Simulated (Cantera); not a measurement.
# Hydrocarbon pyrolysis for carbon deposition

An isothermal, constant-pressure homogeneous reactor starts with 11.6 % CH₄, 88.4 % H₂, at 1900 K and 20.0 Torr.

Model: GRI-Mech 3.0 (53 species, 325 reactions), integrated in Cantera. GRI-Mech 3.0 stops at C3 and has no aromatics, soot or wall deposition, so with more carbon than oxygen in the feed, carbon stays in small species such as C2H2 where larger ones or solid carbon would form. Radical loss at walls, strong at low pressure, is not modelled.

```tsv
t (s)	x CH₄	x H₂	x CH₃	x C₂H₄	x C₂H	x C₂H₂
3.00e-6	0.116	0.884	3.23e-6	<1e-12	<1e-12	<1e-12
1.86e-5	0.116	0.884	2.39e-5	1.71e-10	<1e-12	<1e-12
0.000115	0.116	0.884	0.000158	9.59e-8	<1e-12	8.09e-10
0.000711	0.115	0.883	0.000983	2.46e-5	1.23e-11	2.18e-6
0.00440	0.101	0.887	0.00461	0.00119	9.85e-8	0.00326
0.0273	0.0366	0.923	0.00239	0.000261	1.47e-6	0.0342
0.169	0.00462	0.941	0.000408	2.14e-5	2.88e-6	0.0497
1.04	0.000509	0.943	5.09e-5	1.58e-5	3.38e-6	0.0517
6.46	0.000163	0.943	1.64e-5	1.57e-5	3.41e-6	0.0519
40.0	0.000159	0.943	1.60e-5	1.57e-5	3.41e-6	0.0519
```
x: mole fraction; the columns are a selection and need not sum to one.

Equilibrium at this temperature and pressure: CH₄ 0.000159, H₂ 0.943, CH₃ 1.60e-5, C₂H₄ 1.57e-5, C₂H 3.41e-6, C₂H₂ 0.0519 (gas phase only).
